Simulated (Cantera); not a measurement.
A freely propagating, adiabatic, planar premixed flame of 11.0 % CO, 3.53 % H2, 2.32 % CH4, 17.0 % O2, 63.0 % N2, 3.20 % H2O, unburnt at 500 K and 13300 Pa; multicomponent transport, grid criteria slope 0.08 and curve 0.16, no radiation.

Cantera simulation using GRI-Mech 3.0 (53 species, 325 reactions); the numbers are that mechanism's predictions, not measurements. Burning velocities carry a grid error of a few per cent, more on coarse grids.

x: mole fraction of selected species; z is measured from the peak of heat release.

| z (mm) | T (K) | u (m/s) | x CO | x H2 | x CH4 | x C2H | x NO2 | x C2H6 |
|---|---|---|---|---|---|---|---|---|
| -11.7 | 500 | 1.45 | 0.110 | 0.0353 | 0.0232 | <1e-8 | <1e-8 | <1e-8 |
| -7.82 | 500 | 1.45 | 0.110 | 0.0352 | 0.0232 | <1e-8 | <1e-8 | <1e-8 |
| -5.86 | 500 | 1.45 | 0.110 | 0.0351 | 0.0232 | <1e-8 | <1e-8 | <1e-8 |
| -3.91 | 501 | 1.45 | 0.110 | 0.0346 | 0.0232 | <1e-8 | <1e-8 | 1.35e-8 |
| -1.95 | ___ | 1.62 | 0.109 | 0.0314 | 0.0227 | <1e-8 | <1e-8 | 5.11e-6 |
| -0.977 | ___ | 2.24 | 0.106 | 0.0267 | 0.0185 | <1e-8 | <1e-8 | 1.65e-5 |
| 0 | ___ | 3.31 | 0.100 | 0.0186 | 0.00496 | <1e-8 | <1e-8 | 3.06e-6 |
| 0.977 | 1332 | 3.82 | 0.0795 | 0.00978 | 0.000162 | <1e-8 | <1e-8 | <1e-8 |
| 1.95 | 1415 | 4.02 | 0.0593 | 0.00768 | 2.34e-6 | <1e-8 | <1e-8 | <1e-8 |
| 3.91 | 1521 | 4.27 | 0.0381 | 0.00810 | <1e-8 | <1e-8 | <1e-8 | <1e-8 |
| 7.82 | 1633 | 4.55 | 0.0290 | 0.00781 | <1e-8 | <1e-8 | <1e-8 | <1e-8 |
| 15.6 | 1746 | 4.83 | 0.0259 | 0.00644 | <1e-8 | <1e-8 | <1e-8 | <1e-8 |
| 31.3 | 1853 | 5.08 | 0.0215 | 0.00477 | <1e-8 | <1e-8 | <1e-8 | <1e-8 |

Some entries are withheld; supply them.


- -1.95, T (K): 562
- -0.977, T (K): 778
- 0, T (K): 1147
